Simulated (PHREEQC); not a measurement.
## Copper plating or etch bath: speciation

A solution holds 0.0082 mol CuSO4, 5.3e-05 mol H2SO4 and 0.00012 mol FeCl3 per kg of water, at 25 °C. Closed to the air; pH follows from the charge balance.

Model: ion-association model, phreeqc.dat, run in PHREEQC.

Each row changes one thing in this solution. Precipitation was switched off in this run.

| case | pH | ionic strength (mol/kgw) | SO4-2 (mol/kgw) | HSO4- (mol/kgw) | Fe(OH)2+ (mol/kgw) | FeOH+2 (mol/kgw) | SI of Fe(OH)3(a) (Fe(OH)3) | SI of Goethite (FeOOH) |
|---|---|---|---|---|---|---|---|---|
| as made | 3.78 | 0.0241 | 0.00590 | 6.18e-5 | 5.17e-5 | 4.02e-5 | +0.21 | +6.10 |
| FeCl3 from 0.00012 to 1.2e-05 mol/kgw | 4.08 | 0.0238 | 0.00593 | 3.12e-5 | 7.86e-6 | 3.06e-6 | -0.31 | +5.58 |
| H2SO4 from 5.3e-05 to 0.00053 mol/kgw | 3.14 | 0.0248 | 0.00607 | 0.000277 | 8.00e-6 | 2.74e-5 | -1.24 | +4.65 |
| CuSO4 from 0.0082 to 0.041 mol/kgw | 3.97 | 0.0952 | 0.0237 | 0.000118 | 5.15e-5 | 3.43e-5 | +0.36 | +6.25 |
| CuSO4 replaced by MgSO4 at the same molality | 3.77 | 0.0233 | 0.00570 | 6.06e-5 | 5.18e-5 | 4.04e-5 | +0.21 | +6.10 |
| temperature from 25 to 20 °C | 3.79 | 0.0242 | 0.00594 | 5.44e-5 | 4.48e-5 | 4.10e-5 | +0.37 | +6.08 |
| H2SO4 left out | 3.94 | 0.0240 | 0.00588 | 4.21e-5 | 6.72e-5 | 3.57e-5 | +0.49 | +6.38 |
| diluted 10-fold with water | 4.52 | 0.00304 | 0.000752 | 1.84e-6 | 1.08e-5 | 1.17e-6 | +0.31 | +6.20 |

Some of these states are supersaturated (in Fe(OH)3(a), Hematite (slow to form), Goethite (slow to form), for instance).
